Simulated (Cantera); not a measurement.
Feed: 1 mol Si, 3.6 mol Cl₂, 0.43 mol H₂, at 0.100 bar.

Method: chemical equilibrium by Gibbs-energy minimisation in Cantera with the NASA 1993 tables (ideal gas, pure condensed phases). Candidate condensed phases: Si; 19 gas species. The numbers say what is thermodynamically allowed, not how fast it happens. All values below are at 752 °C.

Base state: Cl₂ 0.385, SiCl₄ 0.330, HCl 0.284, Cl 0.00110 (mole fractions); condensed: gas only.

### Question
What changes in the equilibrium state with this change: H₂ from 0.43 to 18 mol?

### Answer
```json
[
 {"species": "H₂", "before": "<1e-9", "after": "0.794"},
 {"species": "HCl", "before": "0.284", "after": "0.158"},
 {"species": "SiCl₄", "before": "0.330", "after": "0.0463"},
 {"species": "Cl₂", "before": "0.385", "after": "<1e-9"},
 {"species": "SiHCl₃", "before": "<1e-9", "after": "0.00201"},
 {"species": "Cl", "before": "0.00110", "after": "2.24e-9"}
]
```
The tables' values for SiCl₃ are old estimates; treat these amounts as uncertain.

### Question
What changes in the equilibrium state with this change: H₂ from 0.43 to 10 mol?

### Answer
| species | before | after |
|---|---|---|
| H₂ | <1e-9 | 0.665 |
| HCl | 0.284 | 0.256 |
| SiCl₄ | 0.330 | 0.0775 |
| Cl₂ | 0.385 | <1e-9 |
| SiHCl₃ | <1e-9 | 0.00173 |
| Cl | 0.00110 | 3.98e-9 |
| SiCl₃ | 2.47e-9 | 0.000160 |
The tables' values for SiCl₃ are old estimates; treat these amounts as uncertain.
